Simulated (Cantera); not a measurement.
Input (Python, Cantera) and output of one run.

```python
import numpy as np
import cantera as ct

gas_names = [...]  # 110 gases of nasa_gas.yaml made of C, F, H
cond_names = """
    C(gr) C6H6(L) C7H8(L) C8H18(L),n-octa
""".split()


# ... load() reads the species with a 1 bar reference pressure and builds the phases ...
atoms = {
    'C2F6': {'C': 2, 'F': 6},
    'H2': {'H': 2},
}
top_T = {'C(gr)': 4500}  # K; cautious upper limits of use, not melting points


# ... equilibrate(T, P, feed) seeds the gas with the atoms and calls Mixture.equilibrate('TP', solver="vcs", rtol=1e-11, max_steps=5000) ...
results = []
feed = {'C2F6': 1, 'H2': 0.13}  # mol
P = 1333.22  # Pa
for T in [2000, 2250, 2500, 2750, 3000, 3250, 3500, 3750, 4000, 4250, 4500, 4750, 5000]:
    mix = equilibrate(T, P, feed)
    results.append((T, P, feed, dict(zip(mix.species_names, mix.species_moles))))

top = {s: max(r[3][s] / sum(r[3][g] for g in gas_names) for r in results) for s in gas_names}
cols = sorted((s for s in top if top[s] > 1e-05), key=lambda s: -top[s])[:9]
seen = [c for c in cond_names if any(r[3].get(c, 0) > 1e-12 for r in results)]
print("log10 of partial pressures in bar; condensed amounts in mol")
print(f"{'T/K':>10s}" + "".join(f"{s[:9]:>10s}" for s in cols + seen))
for T, P, feed, n in results:
    ng = sum(n[g] for g in gas_names)
    print(f"{T:10.4g}" + "".join(f"{np.log10(max(n[s] / ng * P / 1e5, 1e-99)):10.3f}" for s in cols)
          + "".join(f"{n.get(c, 0):10.4g}" for c in seen))
```

It prints:

```
log10 of partial pressures in bar; condensed amounts in mol
       T/K         F       CF4       CF2         C        HF        CF        C3         H        C2     C(gr)
      2000    -3.449    -2.006    -2.956   -10.517    -2.718    -5.782   -10.557    -8.233   -11.630    0.4987
      2250    -2.613    -2.343    -2.328    -8.439    -2.857    -4.472    -8.187    -7.496    -9.242    0.2246
      2500    -2.172    -3.528    -2.289    -6.779    -3.072    -3.658    -6.304    -6.779    -7.339     0.233
      2750    -2.010    -5.291    -2.657    -5.423    -3.172    -3.194    -4.773    -5.915    -5.787    0.8736
      3000    -1.980    -7.183    -3.179    -4.295    -3.236    -2.917    -3.506    -5.068    -4.499    0.6937
      3250    -1.984    -9.129    -3.911    -3.572    -3.314    -2.943    -3.130    -4.344    -3.872         0
      3500    -1.983   -10.925    -4.674    -3.094    -3.463    -3.106    -3.236    -3.808    -3.619         0
      3750    -1.995   -12.609    -5.441    -2.759    -3.785    -3.339    -3.565    -3.522    -3.558         0
      4000    -2.007   -14.208    -6.235    -2.584    -4.220    -3.665    -4.210    -3.423    -3.742         0
      4250    -2.012   -15.687    -7.017    -2.523    -4.656    -4.039    -5.058    -3.393    -4.090         0
      4500    -2.013   -17.025    -7.741    -2.504    -5.058    -4.405    -5.916    -3.384    -4.470         0
      4750    -2.014   -18.229    -8.399    -2.497    -5.423    -4.743    -6.717    -3.380    -4.832         0
      5000    -2.014   -19.316    -8.994    -2.494    -5.753    -5.051    -7.448    -3.378    -5.164         0
```

Cantera equilibrium calculation (NASA polynomials, part measured and part estimated; ideal gas, pure solids and liquids). The feed counts by its element totals alone. The tables' values for C2F4 are old estimates; treat these amounts as uncertain. Gases not in the tables: C2F6 and larger saturated fluorocarbons.
